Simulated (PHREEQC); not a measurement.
A solution holds 0.061 mol HF, 0.056 mol NH4HF2 and 0.0022 mol (NH4)2SiF6 per kg of water, at 25 °C. Closed to the air; pH follows from the charge balance.

The numbers come from PHREEQC with the ion-association model, wateq4f.dat.

This is a speciation only: nothing precipitates in the calculation.

Estimate the pH, ionic strength.

pH 2.85; ionic strength 0.0643 mol/kgw.

In which forms is F present?

HF 40 %, F- 24 %, H2F2 15 %, HF2- 14 %, SiF6-2 7.1 % of the F.

Complexes and solids missing from the database can't appear. wateq4f.dat counts part of the HF as a dimer, H2F2, which phreeqc.dat doesn't know; its constant is uncertain. SiF6-2 is the database's only silicon fluoride.
